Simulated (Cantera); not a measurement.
A freely propagating, adiabatic, planar premixed flame of H2 : O2 : N2 = 1 : 0.294 : 1.11 (molar parts), equivalence ratio 1.7, unburnt at 650 K and 0.133 bar; mixture-averaged transport, grid criteria slope 0.08 and curve 0.16, no radiation.

Cantera simulation using the H2/O2 subset of GRI-Mech 3.0, which has no nitrogen chemistry; the numbers are that mechanism's predictions, not measurements. Burning velocities carry a grid error of a few per cent, more on coarse grids.

What does this change do: O2 0.294 to 0.38 parts?


| quantity | before | after |
|---|---|---|
| laminar burning velocity | 806 cm/s | 901 cm/s |
| thermal thickness | 6.45 mm | 6.07 mm |
| peak x(O) | 0.00760 | 0.0149 |
| peak x(HO2) | 3.59e-5 | 4.40e-5 |
| peak x(H2O2) | 3.80e-7 | 7.64e-7 |
| peak x(OH) | 0.00979 | 0.0218 |

What does this change do: inlet temperature 650 to 700 K?


```csv
quantity,before,after
laminar burning velocity,806 cm/s,935 cm/s
thermal thickness,6.45 mm,6.77 mm
peak x(O),0.00760,0.00795
peak x(HO2),3.59e-5,2.99e-5
peak x(H2O2),3.80e-7,3.86e-7
peak x(OH),0.00979,0.0104
```
